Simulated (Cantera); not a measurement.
# Moist CO burnout

A perfectly stirred reactor is fed with 2.41 % CO, 1.39 % O₂, 3.61 % H₂O, 92.6 % N₂, equivalence ratio 0.87, at 180 Torr; it is held at 1200 K, and followed from long to short residence time.

Computed with Cantera and GRI-Mech 3.0 (53 species, 325 reactions).

```
τ (s)       x CO     x O₂   x H₂O   x H₂O₂    x N₂O     x NO
------  --------  -------  ------  -------  -------  -------
0.79    0.000743  0.00242  0.0360  9.17e-8  2.61e-8  4.72e-7
0.49    0.000979  0.00259  0.0359  1.01e-7  2.42e-8  5.55e-7
0.31     0.00127  0.00280  0.0357  1.10e-7  2.27e-8  6.44e-7
0.19     0.00167  0.00308  0.0355  1.18e-7  2.15e-8  7.43e-7
0.12     0.00215  0.00340  0.0352  1.24e-7  2.07e-8  8.33e-7
0.073    0.00282  0.00383  0.0349  1.30e-7  2.02e-8  9.16e-7
0.046    0.00361  0.00432  0.0346  1.35e-7  1.99e-8  9.68e-7
0.028    0.00470  0.00496  0.0343  1.39e-7  1.99e-8  9.82e-7
0.018    0.00594  0.00564  0.0340  1.43e-7  2.01e-8  9.47e-7
0.011    0.00766  0.00655  0.0337  1.47e-7  2.05e-8  8.45e-7
0.0068   0.00976  0.00759  0.0336  1.49e-7  2.09e-8  6.83e-7
```
x: mole fraction; the columns are a selection and need not sum to one.
